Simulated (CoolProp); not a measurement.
R141b at 298.15 K and 3.07 MPa is throttled through a valve to 1.91 MPa with no heat exchange. Each further row changes one setting.

The numbers come from the reference Helmholtz-energy equation of state, Lemmon 2006 in CoolProp. It is a short technical equation, of lower accuracy than the large ones.

```
case                       temperature change (K)  final density (kg/m³)
-------------------------  ----------------------  ---------------------
as stated                              (withheld)                   1240
outlet pressure 0.573 MPa              (withheld)             (withheld)
outlet pressure 2.48 MPa               (withheld)                   1240
```

Task: What belongs in the gaps?

Result: 
- as stated, temperature change (K): +0.4
- outlet pressure 0.573 MPa, temperature change (K): +0.9
- outlet pressure 0.573 MPa, final density (kg/m³): 1230
- outlet pressure 2.48 MPa, temperature change (K): +0.2
